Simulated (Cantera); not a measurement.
## Thermodynamics of silicon etching in halogen gases, feed Si + NF₃

Feed: 1 mol Si, 4 mol NF₃, at 20.0 Pa.

Method: chemical equilibrium by Gibbs-energy minimisation in Cantera with the NASA 1993 tables (ideal gas, pure condensed phases). Candidate condensed phases: Si, Si₃N₄; 16 gas species. Rates play no part.

```json
[
 {"T (K)": "575", "x F": "0.00223", "x F₂": "0.207", "x NF₃": "0.391", "x N₂": "0.202", "x SiF₄": "0.198"},
 {"T (K)": "675", "x F": "0.0433", "x F₂": "0.510", "x NF₃": "0.0297", "x N₂": "0.273", "x SiF₄": "0.144"},
 {"T (K)": "775", "x F": "0.244", "x F₂": "0.379", "x NF₃": "0.000894", "x N₂": "0.251", "x SiF₄": "0.126"},
 {"T (K)": "875", "x F": "0.578", "x F₂": "0.117", "x NF₃": "1.37e-5", "x N₂": "0.203", "x SiF₄": "0.102"},
 {"T (K)": "975", "x F": "0.705", "x F₂": "0.0172", "x NF₃": "1.18e-7", "x N₂": "0.185", "x SiF₄": "0.0925"},
 {"T (K)": "1075", "x F": "0.724", "x F₂": "0.00273", "x NF₃": "1.68e-9", "x N₂": "0.182", "x SiF₄": "0.0912"},
 {"T (K)": "1175", "x F": "0.727", "x F₂": "0.000568", "x NF₃": "4.73e-11", "x N₂": "0.182", "x SiF₄": "0.0910"},
 {"T (K)": "1275", "x F": "0.727", "x F₂": "0.000150", "x NF₃": "2.31e-12", "x N₂": "0.182", "x SiF₄": "0.0909"},
 {"T (K)": "1375", "x F": "0.727", "x F₂": "4.80e-5", "x NF₃": "<1e-12", "x N₂": "0.182", "x SiF₄": "0.0909"},
 {"T (K)": "1475", "x F": "0.727", "x F₂": "1.79e-5", "x NF₃": "<1e-12", "x N₂": "0.182", "x SiF₄": "0.0909"}
]
```
x: gas mole fraction; nothing condenses.

From 575 K to 1475 K nothing is condensed. The main Si-bearing gas is SiF₄ throughout.
